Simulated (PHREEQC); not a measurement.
Make-up at 33 °C: 0.00059 mol/kgw NH4Cl, 2.1e-06 mol/kgw (NH4)2SiF6 and 0.0024 mol/kgw SrBr2. Closed to the air; pH follows from the charge balance.

Equilibrium calculation in PHREEQC: ion-association model, wateq4f.dat.

This is a speciation only: nothing precipitates in the calculation.

Estimate the pH.

pH 5.12.

In which forms is F present?

F- 99 %, HF 1.2 % of the F.

Species that the database lacks are ignored. SiF6-2 is the database's only silicon fluoride.
